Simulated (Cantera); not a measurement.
A perfectly stirred reactor is fed with CO : O₂ : H₂O : N₂ = 0.0028 : 0.014 : 0.0045 : 1 (molar parts), at 3750 Torr; it is held at 1400 K, and followed from long to short residence time.

Detailed kinetics in Cantera: GRI-Mech 3.0 (53 species, 325 reactions).

Task: Predict: x(CO) at τ = 1.10 s; x(O₂) at τ = 1.10 s; x(H₂O) at τ = 1.10 s; x(O) at τ = 1.10 s; x(NO) at τ = 1.10 s; x(CO) at τ = 17.0 ms; x(O₂) at τ = 17.0 ms; x(H₂O) at τ = 17.0 ms; x(O) at τ = 17.0 ms; x(NO) at τ = 17.0 ms.

Result: x(CO) at τ = 1.10 s: 1.92e-5
x(O₂) at τ = 1.10 s: 0.0124
x(H₂O) at τ = 1.10 s: 0.00441
x(O) at τ = 1.10 s: 9.38e-7
x(NO) at τ = 1.10 s: 3.84e-7
x(CO) at τ = 17.0 ms: 0.000351
x(O₂) at τ = 17.0 ms: 0.0125
x(H₂O) at τ = 17.0 ms: 0.00439
x(O) at τ = 17.0 ms: 1.23e-5
x(NO) at τ = 17.0 ms: 3.13e-7
